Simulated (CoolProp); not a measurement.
Model: reference Helmholtz-energy equation of state, Tillner-Roth 1997, in CoolProp.

Problem. Give the vapour pressure (bar), enthalpy of vaporisation (kJ/kg), liquid cp (kJ/(kg K)), vapour Z of saturated CH2F2 (R32) at -33.35, -9.55 °C.

Solution. 
| T (°C) | p (bar) | enthalpy of vaporisation (kJ/kg) | liquid cp (kJ/(kg K)) | vapour Z |
|---|---|---|---|---|
| -33.35 | 2.38 | 361 | 1.62 | 0.928 |
| -9.55 | 5.92 | 330 | 1.70 | 0.872 |
